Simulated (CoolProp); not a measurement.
A single-stage vapour-compression cycle with CH2F2 (R32): evaporating at 212.15 K (dew point), condensing at 233.15 K (bubble point), superheat 5 K, subcooling 8 K, compressor efficiency 0.75, no pressure losses. Each further row changes one setting.

Computed with CoolProp (reference Helmholtz-energy equation of state, Tillner-Roth 1997).

```json
[
 {"case": "as stated", "cooling COP": "7.01", "pressure ratio": "2.89", "discharge temperature (K)": "287.3", "refrigerating effect (kJ/kg)": "375", "volumetric capacity (kJ/m³)": "683"},
 {"case": "evaporating temperature 217.15 K", "cooling COP": "9.65", "pressure ratio": "2.20", "discharge temperature (K)": "273.8", "refrigerating effect (kJ/kg)": "378", "volumetric capacity (kJ/m³)": "889"},
 {"case": "condensing temperature 228.15 K", "cooling COP": "9.40", "pressure ratio": "2.29", "discharge temperature (K)": "271.1", "refrigerating effect (kJ/kg)": "383", "volumetric capacity (kJ/m³)": "697"},
 {"case": "subcooling 13 K", "cooling COP": "7.16", "pressure ratio": "2.89", "discharge temperature (K)": "287.3", "refrigerating effect (kJ/kg)": "383", "volumetric capacity (kJ/m³)": "697"},
 {"case": "superheat 15 K", "cooling COP": "6.82", "pressure ratio": "2.89", "discharge temperature (K)": "299.7", "refrigerating effect (kJ/kg)": "383", "volumetric capacity (kJ/m³)": "663"},
 {"case": "compressor efficiency 0.65", "cooling COP": "6.08", "pressure ratio": "2.89", "discharge temperature (K)": "296.9", "refrigerating effect (kJ/kg)": "375", "volumetric capacity (kJ/m³)": "683"}
]
```
